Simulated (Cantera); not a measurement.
Mixture: 5.88 % CH₄, 12.9 % O₂, 74.7 % N₂, 6.47 % H₂O, equivalence ratio 0.91, at 3750 Torr, adiabatic and at constant volume. Ignition delay is the time to a rise of 400 K.

Detailed kinetics in Cantera: GRI-Mech 3.0 (53 species, 325 reactions).

Predict: delay at 1300 K; delay at 1500 K; delay at 1700 K; delay at 1900 K; delay at 2100 K; apparent activation energy between 2000 and 2200 K.


```json
{
 "delay at 1300 K": "4.44 ms",
 "delay at 1500 K": "0.518 ms",
 "delay at 1700 K": "79.2 µs",
 "delay at 1900 K": "18.4 µs",
 "delay at 2100 K": "6.26 µs",
 "apparent activation energy between 2000 and 2200 K": "170 kJ/mol"
}
```
